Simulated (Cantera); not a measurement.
Charge: 1 mol SiCl₄, 17 mol NH₃, a varied amount of N₂, at 0.00133 bar.

Method: chemical equilibrium by Gibbs-energy minimisation in Cantera with the NASA 1993 tables (ideal gas, pure condensed phases). Candidate condensed phases: NH₄Cl, Si, Si₃N₄; 28 gas species. The tables' values for SiCl₃ are old estimates. The numbers say what is thermodynamically allowed, not how fast it happens.

**Question.** What condenses at these points (T in °C, n(N₂) in mol): (1550, 28); (550, 28); (1250, 7.3); (650, 13); (1350, 1.3); (1450, 22)?

**Answer.** 
```json
[
 {"T (°C)": "1550", "n(N₂) in mol": "28", "condensed phases": "gas only", "Si condensed (%)": "0.0"},
 {"T (°C)": "550", "n(N₂) in mol": "28", "condensed phases": "Si₃N₄", "Si condensed (%)": "99.9"},
 {"T (°C)": "1250", "n(N₂) in mol": "7.3", "condensed phases": "Si₃N₄", "Si condensed (%)": "59.6"},
 {"T (°C)": "650", "n(N₂) in mol": "13", "condensed phases": "Si₃N₄", "Si condensed (%)": "99.9"},
 {"T (°C)": "1350", "n(N₂) in mol": "1.3", "condensed phases": "Si", "Si condensed (%)": "18.1"},
 {"T (°C)": "1450", "n(N₂) in mol": "22", "condensed phases": "Si", "Si condensed (%)": "13.6"}
]
```
